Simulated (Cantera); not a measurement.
A Cantera script and its output.

```python
import numpy as np
import cantera as ct

surf = ct.Interface("ptcombust.yaml", "Pt_surf")
gas = surf.adjacent["gas"]
gas.TPX = 1048, 101325, {'CH4': 0.0027, 'O2': 0.11, 'N2': 0.79, 'H2O': 0.018}
surf.TP = 1048, 101325
reactor = ct.FlowReactor(gas, clone=False)
reactor.area = 0.0001  # m2
reactor.surface_area_to_volume_ratio = 330  # 1/m
reactor.mass_flow_rate = 0.98 * reactor.area * gas.density  # inlet velocity 0.98 m/s
reactor.energy_enabled = False
wall = ct.ReactorSurface(surf, reactor, clone=False)
net = ct.ReactorNet([reactor])
net.rtol, net.atol = 1e-8, 1e-16
show, cover = ['CH4', 'O2', 'H2O', 'CO2', 'CO'], ['PT(S)', 'H(S)', 'O(S)', 'OH(S)', 'CO(S)', 'C(S)']

rows = []
print(f"{'z/m':>9s}{'u/(m/s)':>9s}" + "".join(f"{s:>13s}" for s in show + cover))
for z in [5.5e-05, 9.2e-05, 0.00015, 0.00026, 0.00043, 0.00071, 0.0012, 0.002, 0.0033, 0.0055]:
    net.advance(z)
    rows.append([reactor.speed, *gas[show].X, *surf[cover].coverages])
    print(f"{z:9.4g}{rows[-1][0]:9.3g}" + "".join(f"{x:13.4e}" for x in rows[-1][1:]))
```

Result:

```
      z/m  u/(m/s)          CH4           O2          H2O          CO2           CO        PT(S)         H(S)         O(S)        OH(S)        CO(S)         C(S)
  5.5e-05     0.98   2.9265e-03   1.1946e-01   1.9562e-02   5.3594e-06   5.5233e-07   2.3814e-01   6.6093e-07   7.5955e-01   2.2983e-03   2.8435e-06   2.4303e-08
  9.2e-05     0.98   2.9224e-03   1.1945e-01   1.9570e-02   9.0558e-06   8.2631e-07   2.3815e-01   6.6109e-07   7.5954e-01   2.2988e-03   2.8911e-06   2.4271e-08
  0.00015     0.98   2.9160e-03   1.1944e-01   1.9583e-02   1.4954e-05   1.1417e-06   2.3816e-01   6.6133e-07   7.5954e-01   2.2996e-03   2.9443e-06   2.4220e-08
  0.00026     0.98   2.9039e-03   1.1942e-01   1.9606e-02   2.6353e-05   1.4904e-06   2.3817e-01   6.6177e-07   7.5952e-01   2.3010e-03   2.9985e-06   2.4122e-08
  0.00043     0.98   2.8853e-03   1.1938e-01   1.9643e-02   4.4200e-05   1.7071e-06   2.3818e-01   6.6245e-07   7.5951e-01   2.3032e-03   3.0221e-06   2.3971e-08
  0.00071     0.98   2.8549e-03   1.1932e-01   1.9702e-02   7.3632e-05   1.7839e-06   2.3820e-01   6.6354e-07   7.5948e-01   2.3067e-03   3.0086e-06   2.3724e-08
   0.0012     0.98   2.8023e-03   1.1922e-01   1.9805e-02   1.2456e-04   1.7714e-06   2.3824e-01   6.6541e-07   7.5944e-01   2.3127e-03   2.9582e-06   2.3296e-08
    0.002     0.98   2.7184e-03   1.1906e-01   1.9969e-02   2.0579e-04   1.7237e-06   2.3829e-01   6.6838e-07   7.5938e-01   2.3224e-03   2.8722e-06   2.2612e-08
   0.0033     0.98   2.5869e-03   1.1880e-01   2.0226e-02   3.3275e-04   1.6463e-06   2.3838e-01   6.7303e-07   7.5928e-01   2.3374e-03   2.7370e-06   2.1539e-08
   0.0055     0.98   2.3780e-03   1.1840e-01   2.0633e-02   5.3409e-04   1.5230e-06   2.3852e-01   6.8036e-07   7.5912e-01   2.3611e-03   2.5216e-06   1.9830e-08
```

Cantera simulation using Deutschmann's 1995 Pt surface mechanism with GRI-Mech 3.0 gas chemistry; the numbers are that mechanism's predictions, not measurements. Catalytic surfaces can have several steady states; this one follows from the mechanism file's or the stated starting coverage. Mass transfer to the wall is taken as infinitely fast.
